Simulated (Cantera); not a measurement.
What does this Cantera script print?

```python
import numpy as np
import cantera as ct

gas_names = """
    C CN CO CO2 C2 CCN CNC C2N2 C2O C3 C3O2 C4 C4N2 C5 N NCO NO NO2 NO3 N2 N2O O O2 O3 Pb PbO Pb2
""".split()
cond_names = """
    C(gr) Pb(cr) Pb(L) PbO(rd) PbO(yw) PbO(L) PbO2(s) Pb3O4(s)
""".split()


# ... load() reads the species with a 1 bar reference pressure and builds the phases ...
atoms = {
    'PbO': {'Pb': 1, 'O': 1},
    'CO': {'C': 1, 'O': 1},
    'N2': {'N': 2},
}
top_T = {'C(gr)': 4500, 'Pb3O4(s)': 820}  # K; cautious upper limits of use, not melting points


# ... equilibrate(T, P, feed) seeds the gas with the atoms and calls Mixture.equilibrate('TP', solver="vcs", rtol=1e-11, max_steps=5000) ...
results = []
feed = {'PbO': 1, 'CO': 2.9, 'N2': 7.3}  # mol
P = 4500  # Pa
for T in [1700, 1775, 1850, 1925, 2000, 2075, 2150, 2225, 2300, 2375, 2450, 2525]:
    mix = equilibrate(T, P, feed)
    results.append((T, P, feed, dict(zip(mix.species_names, mix.species_moles))))

top = {s: max(r[3][s] / sum(r[3][g] for g in gas_names) for r in results) for s in gas_names}
cols = sorted((s for s in top if top[s] > 1e-06), key=lambda s: -top[s])[:6]
seen = [c for c in cond_names if any(r[3].get(c, 0) > 1e-12 for r in results)]
print("log10 of partial pressures in bar; condensed amounts in mol")
print(f"{'T/K':>10s}" + "".join(f"{s[:9]:>10s}" for s in cols + seen))
for T, P, feed, n in results:
    ng = sum(n[g] for g in gas_names)
    print(f"{T:10.4g}" + "".join(f"{np.log10(max(n[s] / ng * P / 1e5, 1e-99)):10.3f}" for s in cols)
          + "".join(f"{n.get(c, 0):10.4g}" for c in seen))
```

Result:

```
log10 of partial pressures in bar; condensed amounts in mol
       T/K        N2        CO       CO2        Pb         O        O2
      1700    -1.533    -2.117    -2.397    -2.397    -8.793    -8.887
      1775    -1.533    -2.116    -2.398    -2.398    -8.101    -8.163
      1850    -1.533    -2.116    -2.398    -2.398    -7.465    -7.500
      1925    -1.533    -2.115    -2.399    -2.399    -6.880    -6.891
      2000    -1.533    -2.115    -2.401    -2.401    -6.340    -6.330
      2075    -1.533    -2.113    -2.403    -2.402    -5.840    -5.813
      2150    -1.533    -2.112    -2.407    -2.405    -5.378    -5.337
      2225    -1.533    -2.109    -2.414    -2.407    -4.951    -4.902
      2300    -1.534    -2.104    -2.425    -2.410    -4.559    -4.510
      2375    -1.535    -2.096    -2.444    -2.414    -4.205    -4.169
      2450    -1.536    -2.084    -2.477    -2.417    -3.891    -3.886
      2525    -1.539    -2.069    -2.526    -2.420    -3.619    -3.667
```

Cantera equilibrium calculation (NASA polynomials, part measured and part estimated; ideal gas, pure solids and liquids). Gases not in the tables: (PbO)n polymers.
